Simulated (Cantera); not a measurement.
Input: 1 mol SiH₄, 3 mol H₂O, 3.4 mol N₂, at 1848.15 K and 210 Pa.

Method: chemical equilibrium by Gibbs-energy minimisation in Cantera with the NASA 1993 tables (ideal gas, pure condensed phases). Candidate condensed phases: H₂O, Si, SiO₂, Si₂N₂O, Si₃N₄; 35 gas species. The tables hold silica as quartz up to 1696 K and as liquid above; real silica turns to tridymite and cristobalite and melts near 1996 K. Kinetics and transport are ignored.

Base state: H₂ 0.457, N₂ 0.399, H₂O 0.127, SiO 0.00939, H 0.00783, OH 0.000160 (mole fractions); condensed: SiO₂(condensed).

Problem. What changes in the equilibrium state with this change: temperature from 1848.15 K to 1698 K?

Solution. 
```csv
species,before,after
H₂,0.457,0.474
N₂,0.399,0.404
H₂O,0.127,0.119
SiO,0.00939,0.000500
OH,0.000160,2.81e-5
H,0.00783,0.00217
"SiO₂(condensed), mol",0.920,0.996
```
